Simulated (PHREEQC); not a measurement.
## Copper plating or etch bath: speciation

Dissolve 2.3 mmol/kgw CuSO4, 0.26 mmol/kgw HNO3, 0.15 mmol/kgw KCl and 0.24 mmol/kgw NaCl at 25 °C. Closed to the air; pH follows from the charge balance.

All values are PHREEQC results (ion-association model, wateq4f.dat), not measurements.

This is a speciation only: nothing precipitates in the calculation.

Q: Estimate the pH, ionic strength.

A: pH 3.67; ionic strength 0.00834 mol/kgw.

Q: In which forms is S present?

A: SO4-2 83 %, CuSO4 16 %, HSO4- 1.3 % of the S.
